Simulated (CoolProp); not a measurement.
Vapour pressure (MPa) of R113: the reference equation beside estimates from Tc = 487.2 K, pc = 3.392 MPa, ω = 0.253. Clausius-Clapeyron is anchored at 274.7 K with a constant enthalpy of vaporisation of 29.66 kJ/mol.

Values from CoolProp's reference Helmholtz-energy equation of state, Marx 1992.

```json
[
 {"T (K)": "262.7", "reference": "0.008846", "Lee-Kesler": "0.008656", "Clausius-Clapeyron": "0.008956", "van der Waals": "0.1545", "Redlich-Kwong": "0.02057", "Soave-Redlich-Kwong": "0.008825", "Peng-Robinson": "0.009279"},
 {"T (K)": "266.7", "reference": "0.01090", "Lee-Kesler": "0.01067", "Clausius-Clapeyron": "0.01098", "van der Waals": "0.1699", "Redlich-Kwong": "0.02473", "Soave-Redlich-Kwong": "0.01087", "Peng-Robinson": "0.01137"},
 {"T (K)": "270.7", "reference": "0.01334", "Lee-Kesler": "0.01307", "Clausius-Clapeyron": "0.01338", "van der Waals": "0.1863", "Redlich-Kwong": "0.02953", "Soave-Redlich-Kwong": "0.01328", "Peng-Robinson": "0.01384"},
 {"T (K)": "274.7", "reference": "0.01621", "Lee-Kesler": "…", "Clausius-Clapeyron": "0.01621", "van der Waals": "…", "Redlich-Kwong": "0.03504", "Soave-Redlich-Kwong": "0.01613", "Peng-Robinson": "0.01674"},
 {"T (K)": "278.7", "reference": "0.01956", "Lee-Kesler": "0.01920", "Clausius-Clapeyron": "0.01953", "van der Waals": "0.2225", "Redlich-Kwong": "0.04132", "Soave-Redlich-Kwong": "…", "Peng-Robinson": "0.02011"},
 {"T (K)": "282.7", "reference": "0.02346", "Lee-Kesler": "0.02305", "Clausius-Clapeyron": "0.02341", "van der Waals": "0.2422", "Redlich-Kwong": "0.04844", "Soave-Redlich-Kwong": "0.02332", "Peng-Robinson": "0.02402"},
 {"T (K)": "286.7", "reference": "0.02796", "Lee-Kesler": "…", "Clausius-Clapeyron": "0.02791", "van der Waals": "0.2632", "Redlich-Kwong": "0.05647", "Soave-Redlich-Kwong": "0.02779", "Peng-Robinson": "0.02854"},
 {"T (K)": "290.7", "reference": "…", "Lee-Kesler": "0.03264", "Clausius-Clapeyron": "…", "van der Waals": "0.2853", "Redlich-Kwong": "0.06549", "Soave-Redlich-Kwong": "0.03293", "Peng-Robinson": "0.03371"},
 {"T (K)": "294.7", "reference": "0.03907", "Lee-Kesler": "0.03853", "Clausius-Clapeyron": "0.03913", "van der Waals": "0.3087", "Redlich-Kwong": "0.07558", "Soave-Redlich-Kwong": "0.03882", "Peng-Robinson": "0.03962"},
 {"T (K)": "298.7", "reference": "0.04581", "Lee-Kesler": "…", "Clausius-Clapeyron": "0.04602", "van der Waals": "…", "Redlich-Kwong": "0.08681", "Soave-Redlich-Kwong": "0.04553", "Peng-Robinson": "0.04633"},
 {"T (K)": "302.7", "reference": "0.05345", "Lee-Kesler": "0.05286", "Clausius-Clapeyron": "0.05388", "van der Waals": "0.3593", "Redlich-Kwong": "0.09926", "Soave-Redlich-Kwong": "0.05314", "Peng-Robinson": "0.05393"},
 {"T (K)": "306.7", "reference": "0.06207", "Lee-Kesler": "0.06147", "Clausius-Clapeyron": "0.06284", "van der Waals": "0.3866", "Redlich-Kwong": "0.1130", "Soave-Redlich-Kwong": "0.06172", "Peng-Robinson": "0.06249"},
 {"T (K)": "310.7", "reference": "0.07175", "Lee-Kesler": "0.07115", "Clausius-Clapeyron": "0.07299", "van der Waals": "0.4153", "Redlich-Kwong": "0.1281", "Soave-Redlich-Kwong": "0.07138", "Peng-Robinson": "0.07210"},
 {"T (K)": "314.7", "reference": "0.08259", "Lee-Kesler": "0.08201", "Clausius-Clapeyron": "0.08446", "van der Waals": "0.4454", "Redlich-Kwong": "0.1447", "Soave-Redlich-Kwong": "0.08220", "Peng-Robinson": "0.08285"}
]
```

Task: Fill in the missing entries.

Result: 
- 274.7, Lee-Kesler: 0.01589
- 274.7, van der Waals: 0.2038
- 278.7, Soave-Redlich-Kwong: 0.01945
- 286.7, Lee-Kesler: 0.02751
- 290.7, reference: 0.03314
- 290.7, Clausius-Clapeyron: 0.03313
- 298.7, Lee-Kesler: 0.04524
- 298.7, van der Waals: 0.3334

Absolute difference from the reference over all 14 rows, mean and median: Lee-Kesler 1.5 and 1.6 %, Clausius-Clapeyron 0.7 and 0.4 %, van der Waals 890.2 and 801.1 %, Redlich-Kwong 101.3 and 99.8 %, Soave-Redlich-Kwong 0.5 and 0.6 %, Peng-Robinson 2.2 and 1.9 %.
